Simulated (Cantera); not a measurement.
Source: NASA polynomial tables (part measured, part estimated), evaluated in Cantera. Values are per mole of reaction as written; species without (g) are pure solids or liquids, kept so even where they would boil at 1 bar.

Question: Between 548 and 948 K, where is each reaction favourable under standard conditions?
- 2 Fe(OH)₂ = OH(g) + Fe₂O₃ + 3 H(g)

Answer: 
- 2 Fe(OH)₂ = OH(g) + Fe₂O₃ + 3 H(g): ΔG° is 775 kJ at 548 K and 596 kJ at 948 K; it stays positive (K < 1). ΔH° is 1023 kJ and ΔS° 451 J/K at 948 K.
